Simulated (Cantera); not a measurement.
**Ammonia decomposition in nitride growth gas**

An isothermal, constant-pressure homogeneous reactor starts with NH3 : N2 = 1 : 19 (molar parts), at 1650 K and 0.0440 bar.

Detailed kinetics in Cantera: the gas-phase N/H chemistry of the illustrative SiF4/NH3 mechanism in the Surface Chemkin manual (1991). Walls and surfaces, which speed up NH3 decomposition in real reactors, are not modelled.

```json
[
 {"t (s)": "0.000100", "x NH3": "0.0500", "x N": "<1e-12", "x N2H2": "<1e-12", "x NH2": "3.60e-8", "x N2H4": "<1e-12", "x NH": "<1e-12"},
 {"t (s)": "0.000264", "x NH3": "0.0500", "x N": "<1e-12", "x N2H2": "<1e-12", "x NH2": "1.08e-7", "x N2H4": "<1e-12", "x NH": "1.00e-12"},
 {"t (s)": "0.000696", "x NH3": "0.0500", "x N": "<1e-12", "x N2H2": "1.40e-12", "x NH2": "3.02e-7", "x N2H4": "<1e-12", "x NH": "8.76e-12"},
 {"t (s)": "0.00184", "x NH3": "0.0500", "x N": "<1e-12", "x N2H2": "1.30e-11", "x NH2": "8.14e-7", "x N2H4": "<1e-12", "x NH": "7.82e-11"},
 {"t (s)": "0.00484", "x NH3": "0.0500", "x N": "<1e-12", "x N2H2": "1.04e-10", "x NH2": "2.16e-6", "x N2H4": "3.05e-12", "x NH": "7.71e-10"},
 {"t (s)": "0.0128", "x NH3": "0.0500", "x N": "7.11e-12", "x N2H2": "8.11e-10", "x NH2": "5.71e-6", "x N2H4": "2.15e-11", "x NH": "7.27e-9"},
 {"t (s)": "0.0337", "x NH3": "0.0500", "x N": "5.66e-11", "x N2H2": "6.48e-9", "x NH2": "1.50e-5", "x N2H4": "1.49e-10", "x NH": "4.39e-8"},
 {"t (s)": "0.0890", "x NH3": "0.0499", "x N": "3.63e-10", "x N2H2": "4.81e-8", "x NH2": "3.90e-5", "x N2H4": "1.01e-9", "x NH": "1.69e-7"},
 {"t (s)": "0.235", "x NH3": "0.0496", "x N": "4.30e-9", "x N2H2": "2.10e-7", "x NH2": "7.66e-5", "x N2H4": "3.88e-9", "x NH": "4.96e-7"},
 {"t (s)": "0.619", "x NH3": "0.0481", "x N": "2.37e-8", "x N2H2": "2.27e-7", "x NH2": "7.06e-5", "x N2H4": "3.29e-9", "x NH": "7.86e-7"},
 {"t (s)": "1.63", "x NH3": "0.0448", "x N": "5.85e-8", "x N2H2": "1.70e-7", "x NH2": "5.46e-5", "x N2H4": "1.97e-9", "x NH": "9.04e-7"},
 {"t (s)": "4.31", "x NH3": "0.0385", "x N": "8.83e-8", "x N2H2": "1.14e-7", "x NH2": "4.16e-5", "x N2H4": "1.14e-9", "x NH": "8.69e-7"},
 {"t (s)": "11.4", "x NH3": "0.0278", "x N": "9.84e-8", "x N2H2": "6.35e-8", "x NH2": "2.96e-5", "x N2H4": "5.77e-10", "x NH": "7.29e-7"},
 {"t (s)": "30.0", "x NH3": "0.0142", "x N": "8.83e-8", "x N2H2": "2.34e-8", "x NH2": "1.69e-5", "x N2H4": "1.89e-10", "x NH": "5.08e-7"}
]
```
x: mole fraction; the columns are a selection and need not sum to one.

Equilibrium at this temperature and pressure: NH3 3.28e-8, N 9.11e-12, N2H2 <1e-12, NH2 1.32e-10, N2H4 <1e-12, NH 1.42e-11 (gas phase only).
